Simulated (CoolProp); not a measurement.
Vapour-liquid equilibrium of ethanol (1) + o-xylene (2) at 1.89 bar; x and y are mole fractions of (1).

Values from CoolProp's multi-fluid Helmholtz-energy mixture model, Schroeder 2014 and Zhou 2012; pair parameters Bell 2016.

Question: Give the bubble temperature and the first vapour's composition at x = 0.2, 0.425, 0.725. Is there an azeotrope?

Answer: x = 0.2: 110.5 °C, y = 0.818; x = 0.425: 102.9 °C, y = 0.872; x = 0.725: 99.1 °C, y = 0.910. No azeotrope shows between x = 0.05 and 0.95.

The pair parameters rest on a limited set of measurements; away from them the model extrapolates. With so large a gap from Raoult's law the liquid may split in two, which this calculation doesn't test in full.
